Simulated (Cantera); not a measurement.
Charge: 1 mol Cu2O, 8.9 mol CO, 0.16 mol N2, equilibrated at 2373 K.

Cantera equilibrium calculation (NASA polynomials, part measured and part estimated; ideal gas, pure solids and liquids). Candidate condensed phases: C, Cu, CuO, Cu2O; 27 gas species. Rates play no part.

x: gas mole fraction; n: condensed amount in mol.

| P (Pa) | x CO | x Cu | x CO2 | x O | x N2 | x O2 | n Cu(l) |
|---|---|---|---|---|---|---|---|
| 10 | 0.734 | 0.171 | 0.0268 | 0.0496 | 0.0135 | 0.00438 | 0 |
| 52 | 0.726 | 0.176 | 0.0585 | 0.0211 | 0.0139 | 0.00411 | 0 |
| 270 | 0.718 | 0.179 | 0.0808 | 0.00566 | 0.0143 | ___ | 0 |
| 1400 | 0.715 | 0.180 | 0.0882 | 0.00120 | 0.0144 | ___ | 0 |
| 7200 | 0.715 | 0.180 | 0.0900 | 0.000238 | 0.0144 | ___ | 0 |
| 37000 | 0.716 | 0.178 | 0.0904 | 4.64e-5 | 0.0145 | ___ | 0 |
| 190000 | 0.835 | 0.0413 | 0.106 | 9.05e-6 | 0.0169 | ___ | 1.60 |
| 1000000 | 0.865 | 0.00786 | 0.109 | 1.72e-6 | 0.0175 | ___ | 1.93 |

Complete the blanks.


- 270, x O2: 0.00154
- 1400, x O2: 0.000357
- 7200, x O2: 7.23e-5
- 37000, x O2: 1.42e-5
- 190000, x O2: 2.77e-6
- 1000000, x O2: 5.27e-7
